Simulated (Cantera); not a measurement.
Input: 1 mol CCl4, 0.034 mol H2, held at 825 °C and 0.00110 bar.

Method: chemical equilibrium by Gibbs-energy minimisation in Cantera with the NASA 1993 tables (ideal gas, pure condensed phases). Candidate condensed phases: C, C6H6, C7H8, C8H18; 91 gas species. Equilibrium is a limit: real reactors are often held back by kinetics, nucleation or transport.

Base state: Cl2 0.924, Cl 0.0429, HCl 0.0327 (mole fractions); condensed: C(graphite).

**Question.** What changes in the equilibrium state with this change: temperature from 825 °C to 952 °C?

**Answer.** 
| species | before | after |
|---|---|---|
| Cl2 | 0.924 | 0.804 |
| Cl | 0.0429 | 0.165 |
| HCl | 0.0327 | 0.0307 |
| C(graphite), mol | 1.000 | 1.000 |
